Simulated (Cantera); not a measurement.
# Tantalum, niobium, vanadium and zirconium in process gases: V + NH3

Input: 1 mol V, a varied amount of NH3, held at 998.15 K and 0.00975 Torr.

Cantera equilibrium calculation (NASA polynomials, part measured and part estimated; ideal gas, pure solids and liquids). Candidate condensed phases: V, VN; 11 gas species. VN: taken at fixed stoichiometry. Condensed phases not in the tables: V2N, N, O or C dissolved in the metal. The numbers say what is thermodynamically allowed, not how fast it happens.

From 0.3 mol NH3 to 0.85 mol NH3 the condensed part is V(s) + VN(s). From 1 mol NH3 to 1.7 mol NH3 the condensed part is VN(s).

| n(NH3) (mol) | log p H2 | log p N2 | log p H | log p NH3 | n V(s) | n VN(s) |
|---|---|---|---|---|---|---|
| 0.3 | -4.89 | -13.76 | -11.11 | <-16 | 0.700 | 0.300 |
| 0.36 | -4.89 | -13.76 | -11.11 | <-16 | 0.640 | 0.360 |
| 0.43 | -4.89 | -13.76 | -11.11 | <-16 | 0.570 | 0.430 |
| 0.51 | -4.89 | -13.76 | -11.11 | <-16 | 0.490 | 0.510 |
| 0.6 | -4.89 | -13.76 | -11.11 | <-16 | 0.400 | 0.600 |
| 0.72 | -4.89 | -13.76 | -11.11 | <-16 | 0.280 | 0.720 |
| 0.85 | -4.89 | -13.76 | -11.11 | <-16 | 0.150 | 0.850 |
| 1 | -4.89 | -13.76 | -11.11 | <-16 | 0 | 1.00 |
| 1.2 | -4.91 | -6.16 | -11.12 | -13.68 | 0 | 1.00 |
| 1.4 | -4.93 | -5.95 | -11.13 | -13.59 | 0 | 1.00 |
| 1.7 | -4.94 | -5.80 | -11.14 | -13.54 | 0 | 1.00 |
log p: log10 of the partial pressure in bar; n: condensed amount in mol.
